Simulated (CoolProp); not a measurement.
Values from CoolProp's reference Helmholtz-energy equation of state, Zhou 2011.

Question: Give the vapour pressure (kPa), liquid density (kg/m³), enthalpy of vaporisation (kJ/kg), liquid cp (kJ/(kg K)) of saturated dimethyl carbonate at 97.25, 110.45, 150.15 °C.

Answer: 
```tsv
T (°C)	p (kPa)	liquid density (kg/m³)	enthalpy of vaporisation (kJ/kg)	liquid cp (kJ/(kg K))
97.25	127	964	371	1.98
110.45	186	944	361	2.01
150.15	502	883	330	2.13
```
